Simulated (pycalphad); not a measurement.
Computed with pycalphad from the COST 507 light-alloy database (1999), at 1 atm. No gas phase is included, though pure Mg would boil below 1377 °C. The data set is of 1999 and partly superseded. Kinetics are ignored, which matters at the lower temperatures.

Molar enthalpy of Mg-1.874Si-2.32Al (wt.%) in equilibrium (SER reference):

```csv
T (°C),H (kJ/mol),phases
1377,50.55,LIQUID
1302,47.99,LIQUID
1227,45.43,LIQUID
1152,42.87,LIQUID
1077,40.31,LIQUID
1002,37.75,LIQUID
927,35.19,LIQUID
852,32.63,LIQUID
777,30.07,LIQUID
702,27.51,LIQUID
677,26.65,LIQUID
627,24.17,LIQUID + HCP_A3 + MG2SI
577,14.47,HCP_A3 + MG2SI
552,13.70,HCP_A3 + MG2SI
477,11.44,HCP_A3 + MG2SI
402,9.24,HCP_A3 + MG2SI
327,7.11,HCP_A3 + MG2SI
252,5.04,HCP_A3 + MG2SI
177,3.03,HCP_A3 + MG2SI
102,0.91,HCP_A3 + MG2SI + ALMG_GAMMA
```

Cooling from 677 °C to 577 °C, across the freezing range, releases 12.2 kJ/mol, or 499 J/g. The slope is 34 J/(mol K) in the liquid and 31 J/(mol K) just below the solidus, where it includes any heat of precipitation. Liquidus 653 °C, solidus 596 °C. Changes were sought between steps of 25 K, so a narrower field can be missed.

Database names, with the compositions (at.%) that they take in these runs: MG2SI: Mg 67 Si 33; ALMG_GAMMA: Mg 59 Al 41. HCP_A3 is hcp.
